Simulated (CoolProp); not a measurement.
Aqueous methanol as a coolant, at 27 °C, 1 atm.

Model: Melinder's fits for secondary coolants, in CoolProp.

```csv
mass %,freezing point (°C),cp (kJ/(kg K)),density (kg/m³),viscosity (mPa s),Prandtl number
2.9,-1.7,4.184,991.4,0.917,6.49
8.8,-5.6,4.188,981.5,1.06,7.97
14.7,-10.3,4.155,972.3,1.20,9.54
20.6,-15.7,4.107,963.2,1.32,11.1
26.5,-21.7,4.048,953.8,1.41,12.6
32.4,-28.6,3.976,943.9,1.48,13.8
38.3,-36.3,3.884,933.5,1.50,14.7
44.2,-45.0,3.768,922.5,1.49,15.2
50.1,-54.6,3.633,910.9,1.45,15.2
56,-65.3,3.497,898.4,1.39,15.0
```
